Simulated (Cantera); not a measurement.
Standard-state values (1 bar) from the NASA 1993 polynomials, evaluated with Cantera. Values are per mole of reaction as written; species without (g) are pure solids or liquids, kept so even where they would boil at 1 bar.

Question: Between 498 and 1298 K, where is each reaction favourable under standard conditions?
- 2 Ni + S2(g) ⇌ 2 NiS
- 2 H2(g) + S2(g) ⇌ 2 H2S(g)
- 2 Ca + S2(g) ⇌ 2 CaS

Answer: 
- 2 Ni + S2(g) ⇌ 2 NiS: ΔG° is -214 kJ at 498 K and -93 kJ at 1298 K; it stays negative (K > 1). ΔH° is -213 kJ and ΔS° -92 J/K at 1298 K.
- 2 H2(g) + S2(g) ⇌ 2 H2S(g): ΔG° is -129 kJ at 498 K and -52 kJ at 1298 K; it stays negative (K > 1). ΔH° is -181 kJ and ΔS° -99 J/K at 1298 K.
- 2 Ca + S2(g) ⇌ 2 CaS: ΔG° is -976 kJ at 498 K and -818 kJ at 1298 K; it stays negative (K > 1). ΔH° is -1088 kJ and ΔS° -208 J/K at 1298 K.
